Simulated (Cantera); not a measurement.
Adiabatic ignition

An adiabatic, constant-volume homogeneous reactor starts with 6.39 % CO, 0.224 % H2, 0.480 % CH4, 10.4 % O2, 82.5 % N2, at 1350 K and 1.01 bar.

Detailed kinetics in Cantera: GRI-Mech 3.0 (53 species, 325 reactions).

```json
[
 {"t (s)": "5.00e-6", "T (K)": "1350", "P (bar)": "1.01", "x CO": "0.0639", "x H2": "0.00224", "x CH4": "0.00480", "x NO": "<1e-12", "x O": "1.16e-8", "x N2O": "<1e-12", "x OH": "2.69e-9"},
 {"t (s)": "1.20e-5", "T (K)": "1350", "P (bar)": "1.01", "x CO": "0.0639", "x H2": "0.00224", "x CH4": "0.00480", "x NO": "<1e-12", "x O": "2.52e-8", "x N2O": "<1e-12", "x OH": "9.69e-9"},
 {"t (s)": "2.86e-5", "T (K)": "1350", "P (bar)": "1.01", "x CO": "0.0639", "x H2": "0.00224", "x CH4": "0.00480", "x NO": "<1e-12", "x O": "6.50e-8", "x N2O": "<1e-12", "x OH": "3.37e-8"},
 {"t (s)": "6.84e-5", "T (K)": "1350", "P (bar)": "1.01", "x CO": "0.0639", "x H2": "0.00224", "x CH4": "0.00479", "x NO": "<1e-12", "x O": "2.80e-7", "x N2O": "5.31e-12", "x OH": "1.67e-7"},
 {"t (s)": "0.000164", "T (K)": "1350", "P (bar)": "1.01", "x CO": "0.0639", "x H2": "0.00223", "x CH4": "0.00476", "x NO": "<1e-12", "x O": "6.08e-6", "x N2O": "1.39e-10", "x OH": "4.08e-6"},
 {"t (s)": "0.000391", "T (K)": "1618", "P (bar)": "1.21", "x CO": "0.0378", "x H2": "0.000567", "x CH4": "<1e-12", "x NO": "4.43e-6", "x O": "0.0112", "x N2O": "5.90e-7", "x OH": "0.00201"},
 {"t (s)": "0.000935", "T (K)": "1997", "P (bar)": "1.46", "x CO": "0.00872", "x H2": "0.000283", "x CH4": "<1e-12", "x NO": "5.29e-5", "x O": "0.00412", "x N2O": "1.03e-6", "x OH": "0.00238"},
 {"t (s)": "0.00224", "T (K)": "2088", "P (bar)": "1.52", "x CO": "0.00282", "x H2": "8.86e-5", "x CH4": "<1e-12", "x NO": "0.000107", "x O": "0.00117", "x N2O": "9.55e-7", "x OH": "0.00146"},
 {"t (s)": "0.00535", "T (K)": "2115", "P (bar)": "1.54", "x CO": "0.00104", "x H2": "3.37e-5", "x CH4": "<1e-12", "x NO": "0.000161", "x O": "0.000428", "x N2O": "5.17e-7", "x OH": "0.000926"},
 {"t (s)": "0.0128", "T (K)": "2118", "P (bar)": "1.54", "x CO": "0.000765", "x H2": "2.56e-5", "x CH4": "<1e-12", "x NO": "0.000234", "x O": "0.000325", "x N2O": "4.13e-7", "x OH": "0.000813"},
 {"t (s)": "0.0306", "T (K)": "2118", "P (bar)": "1.54", "x CO": "0.000759", "x H2": "2.55e-5", "x CH4": "<1e-12", "x NO": "0.000394", "x O": "0.000322", "x N2O": "4.11e-7", "x OH": "0.000809"},
 {"t (s)": "0.0731", "T (K)": "2117", "P (bar)": "1.54", "x CO": "0.000754", "x H2": "2.53e-5", "x CH4": "<1e-12", "x NO": "0.000761", "x O": "0.000319", "x N2O": "4.09e-7", "x OH": "0.000805"},
 {"t (s)": "0.175", "T (K)": "2115", "P (bar)": "1.54", "x CO": "0.000745", "x H2": "2.51e-5", "x CH4": "<1e-12", "x NO": "0.00155", "x O": "0.000313", "x N2O": "4.07e-7", "x OH": "0.000796"},
 {"t (s)": "0.418", "T (K)": "2111", "P (bar)": "1.53", "x CO": "0.000727", "x H2": "2.46e-5", "x CH4": "<1e-12", "x NO": "0.00299", "x O": "0.000303", "x N2O": "4.04e-7", "x OH": "0.000781"},
 {"t (s)": "1.00", "T (K)": "2106", "P (bar)": "1.53", "x CO": "0.000707", "x H2": "2.40e-5", "x CH4": "<1e-12", "x NO": "0.00472", "x O": "0.000292", "x N2O": "4.03e-7", "x OH": "0.000762"}
]
```
x: mole fraction; the columns are a selection and need not sum to one.

```yaml
time_of_steepest_temperature_rise: 0.285 ms
temperature at 1.00 s: 2106 K
equilibrium_temperature: 2103 K
x(CO) at 1.00 s: 0.000707 (gas-phase equilibrium 0.000697)
x(H2) at 1.00 s: 2.40e-5 (gas-phase equilibrium 2.37e-5)
x(CH4) at 1.00 s: <1e-12 (gas-phase equilibrium <1e-12)
```
